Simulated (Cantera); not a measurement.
## Reactions in the system N-O-V

Source: NASA polynomial tables (part measured, part estimated), evaluated in Cantera. Values are per mole of reaction as written; species without (g) are pure solids or liquids, kept so even where they would boil at 1 bar. VN: taken at fixed stoichiometry.

2 V + 4 NO2(g) ⇌ V2O4 + 4 NO(g)

```csv
T (K),ΔH° (kJ),ΔS° (J/K),ΔG° (kJ),log10 K
950,-1168.6,-5.9,-1163.0,63.95
1050,-1166.1,-3.4,-1162.6,57.83
1150,-1163.7,-1.2,-1162.3,52.79
1250,-1161.4,0.7,-1162.3,48.57
1350,-1159.2,2.4,-1162.5,44.98
1450,-1157.1,3.9,-1162.8,41.89
1550,-1155.1,5.2,-1163.2,39.20
```

V2O4 + N2(g) ⇌ 4 O(g) + 2 VN

```
T (K)  ΔH° (kJ)  ΔS° (J/K)  ΔG° (kJ)  log10 K
-----  --------  ---------  --------  -------
950      1982.8      403.1    1599.9   -87.97
1050     1982.6      402.8    1559.6   -77.58
1150     1982.3      402.5    1519.3   -69.01
1250     1981.9      402.3    1479.1   -61.81
1350     1981.5      402.0    1438.9   -55.67
1450     1981.1      401.7    1398.7   -50.39
1550     1980.6      401.3    1358.5   -45.78
```
